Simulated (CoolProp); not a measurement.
Oxygen along the isotherm 129.2 K: fugacity coefficient from the reference equation and from simpler models built on Tc = 154.6 K, pc = 50.46 bar, ω = 0.022; each cubic takes its own stable root.

The numbers come from the reference Helmholtz-energy equation of state, Schmidt 1985 in CoolProp.

| p (bar) | phase | reference |
|---|---|---|
| 0.399 | gas | 0.9956 |
| 0.819 | gas | 0.9909 |
| 1.68 | gas | 0.9813 |
| 3.45 | gas | 0.9617 |
| 7.09 | gas | 0.9215 |
| 14.6 | gas | 0.8381 |
| 29.9 | liquid | 0.4769 |
| 61.4 | liquid | 0.2569 |
| 126 | liquid | 0.1530 |

How far does each simpler model (van der Waals, Redlich-Kwong, Peng-Robinson) lie from the reference over these 9 states: mean and median of the absolute difference, and the worst?


- van der Waals: mean 14.7 %, median 1.6 %, worst +51.6 % at 129.2 K and 126 bar
- Redlich-Kwong: mean 0.2 %, median 0.0 %, worst +1.1 % at 129.2 K and 126 bar
- Peng-Robinson: mean 1.0 %, median 0.6 %, worst -3.7 % at 129.2 K and 126 bar
